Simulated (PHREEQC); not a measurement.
**Phosphoric acid bath: an equilibrium model**

Dissolve 0.52 mol H3PO4 and 0.41 mol K2HPO4 per kg of water at 25 °C. Closed to the air; pH follows from the charge balance.

Model: ion-association model, phreeqc.dat, run in PHREEQC.

This is a speciation only: nothing precipitates in the calculation.

**Question.** Predict the pH, activity of water.

**Answer.** pH 2.79; activity of water 0.970.

**Question.** In which forms is P present?

**Answer.** H2PO4- 88 %, H3PO4 12 % of the P.

Caution: at this ionic strength the ion-association model is outside its range; a Pitzer model would be the better tool where its parameters exist. Species that the database lacks are ignored.
